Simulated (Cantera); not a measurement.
A perfectly stirred reactor is fed with CH4 : N2 = 1 : 3.2 (molar parts), at 15.0 Torr; it is held at 1548 K, and followed from long to short residence time.

Model: GRI-Mech 3.0 (53 species, 325 reactions), integrated in Cantera. GRI-Mech 3.0 stops at C3 and has no aromatics, soot or wall deposition, so with more carbon than oxygen in the feed, carbon stays in small species such as C2H2 where larger ones or solid carbon would form. Radical loss at walls, strong at low pressure, is not modelled.

```
quantity                  before    after
----------------------  --------  -------
x(CH4) at τ = 0.520 s      0.183    0.156
x(CH2) at τ = 0.520 s    1.20e-7  3.80e-8
x(H) at τ = 0.520 s      1.42e-5  1.22e-5
x(C2H4) at τ = 0.520 s   0.00360  0.00196
x(H2) at τ = 0.520 s      0.0636   0.0979
x(CH4) at τ = 36.0 ms      0.237    0.228
x(CH2) at τ = 36.0 ms    2.12e-8  4.89e-8
x(H) at τ = 36.0 ms      2.83e-7  1.64e-6
x(C2H4) at τ = 36.0 ms  0.000273  0.00230
x(H2) at τ = 36.0 ms    0.000863  0.00999
```

Task: Name the change that produced these shifts.
A. temperature 1548 to 1450 K
B. pressure from 15.0 Torr to 20.3 Torr
C. pressure from 15.0 Torr to 75.0 Torr
D. pressure from 15.0 Torr to 1.01 bar

Result: C, pressure from 15.0 Torr to 75.0 Torr
